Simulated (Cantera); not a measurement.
Charge: 1 mol Si3N4, 5.6 mol H2O, 7.8 mol H2, at 3.80 Pa.

These are equilibrium values from Cantera (NASA tables, ideal gas, pure condensed phases), not measurements of a reactor. Candidate condensed phases: H2O, Si, SiO2, Si2N2O, Si3N4; 35 gas species. Mutual solubility and eutectic melting of coexisting phases are not modelled. The tables hold silica as quartz up to 1696 K and as liquid above; real silica turns to tridymite and cristobalite and melts near 1996 K. Kinetics and transport are ignored.

x: gas mole fraction; n: condensed amount in mol.

| T (°C) | x H2 | x N2 | x SiO | x H | x H2O | x OH | n SiO2(α-quartz) | n Si2N2O(s) | n SiO2(β-quartz) |
|---|---|---|---|---|---|---|---|---|---|
| 550 | 0.878 | 0.122 | <1e-12 | 1.11e-9 | 7.25e-7 | <1e-12 | 2.73 | 0.133 | 0 |
| 600 | 0.878 | 0.122 | <1e-12 | 7.11e-9 | 1.04e-6 | <1e-12 | 0 | 0.133 | 2.73 |
| 650 | 0.878 | 0.122 | … | … | … | <1e-12 | 0 | 0.133 | 2.73 |
| 700 | 0.878 | 0.122 | … | … | … | <1e-12 | 0 | 0.133 | 2.73 |
| 750 | 0.878 | 0.122 | 2.12e-8 | 6.29e-7 | 2.45e-6 | <1e-12 | 0 | 0.133 | 2.73 |
| 800 | 0.878 | 0.122 | 3.45e-7 | 2.13e-6 | 3.08e-6 | <1e-12 | 0 | 0.133 | 2.73 |
| 850 | 0.878 | 0.122 | 4.37e-6 | 6.47e-6 | 3.79e-6 | <1e-12 | 0 | 0.133 | 2.73 |
| 900 | 0.878 | 0.122 | 4.44e-5 | 1.79e-5 | 4.58e-6 | <1e-12 | 0 | 0.133 | 2.73 |
| 950 | 0.877 | 0.122 | 0.000371 | 4.57e-5 | 5.43e-6 | 2.55e-12 | 0 | 0.131 | 2.73 |
| 1000 | 0.875 | 0.123 | 0.00262 | 0.000108 | 6.34e-6 | 9.04e-12 | 0 | 0.120 | 2.72 |
| 1050 | 0.859 | 0.125 | 0.0158 | 0.000238 | 7.24e-6 | 2.91e-11 | 0 | 0.0513 | 2.65 |
| 1100 | 0.848 | 0.127 | 0.0253 | 0.000497 | 2.70e-5 | 2.83e-10 | 0 | 0 | 2.60 |
| 1150 | 0.847 | 0.127 | 0.0254 | 0.000992 | 0.000143 | 3.63e-9 | 0 | 0 | 2.60 |
| 1200 | 0.845 | 0.126 | 0.0259 | 0.00189 | 0.000663 | 3.85e-8 | 0 | 0 | 2.59 |

Complete the blanks.


- 700, x SiO: 9.74e-10
- 700, x H: 1.64e-7
- 700, x H2O: 1.90e-6
- 650, x SiO: 3.18e-11
- 650, x H: 3.72e-8
- 650, x H2O: 1.43e-6
